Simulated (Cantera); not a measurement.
# NO annealing gas

An isothermal, constant-pressure homogeneous reactor starts with 82.3 % NO, 17.7 % N₂, at 1850 K and 13000 Pa.

Cantera simulation using GRI-Mech 3.0 (53 species, 325 reactions); the numbers are that mechanism's predictions, not measurements.

```json
[
 {"t (s)": "0.000100", "x NO": "0.823", "x O": "2.94e-6", "x N₂": "0.177", "x N₂O": "3.13e-6", "x NO₂": "2.27e-7", "x O₂": "1.12e-8"},
 {"t (s)": "0.000255", "x NO": "0.823", "x O": "6.80e-6", "x N₂": "0.177", "x N₂O": "7.92e-6", "x NO₂": "1.34e-6", "x O₂": "7.03e-8"},
 {"t (s)": "0.000652", "x NO": "0.823", "x O": "1.41e-5", "x N₂": "0.177", "x N₂O": "1.98e-5", "x NO₂": "6.95e-6", "x O₂": "4.51e-7"},
 {"t (s)": "0.00166", "x NO": "0.822", "x O": "2.61e-5", "x N₂": "0.177", "x N₂O": "4.78e-5", "x NO₂": "2.79e-5", "x O₂": "3.36e-6"},
 {"t (s)": "0.00425", "x NO": "0.822", "x O": "4.45e-5", "x N₂": "0.177", "x N₂O": "0.000106", "x NO₂": "7.56e-5", "x O₂": "2.90e-5"},
 {"t (s)": "0.0108", "x NO": "0.822", "x O": "6.00e-5", "x N₂": "0.178", "x N₂O": "0.000195", "x NO₂": "0.000117", "x O₂": "0.000188"},
 {"t (s)": "0.0277", "x NO": "0.821", "x O": "6.69e-5", "x N₂": "0.178", "x N₂O": "0.000260", "x NO₂": "0.000130", "x O₂": "0.000742"},
 {"t (s)": "0.0706", "x NO": "0.818", "x O": "7.10e-5", "x N₂": "0.180", "x N₂O": "0.000267", "x NO₂": "0.000141", "x O₂": "0.00226"},
 {"t (s)": "0.180", "x NO": "0.810", "x O": "7.90e-5", "x N₂": "0.184", "x N₂O": "0.000260", "x NO₂": "0.000162", "x O₂": "0.00613"},
 {"t (s)": "0.460", "x NO": "0.790", "x O": "9.60e-5", "x N₂": "0.193", "x N₂O": "0.000244", "x NO₂": "0.000204", "x O₂": "0.0159"},
 {"t (s)": "1.18", "x NO": "0.742", "x O": "0.000128", "x N₂": "0.218", "x N₂O": "0.000209", "x NO₂": "0.000273", "x O₂": "0.0401"},
 {"t (s)": "3.00", "x NO": "0.632", "x O": "0.000179", "x N₂": "0.273", "x N₂O": "0.000145", "x NO₂": "0.000346", "x O₂": "0.0950"}
]
```
x: mole fraction; the columns are a selection and need not sum to one.

Equilibrium at this temperature and pressure: NO 0.00592, O 0.000344, N₂ 0.586, N₂O 1.05e-7, NO₂ 6.73e-6, O₂ 0.408 (gas phase only).
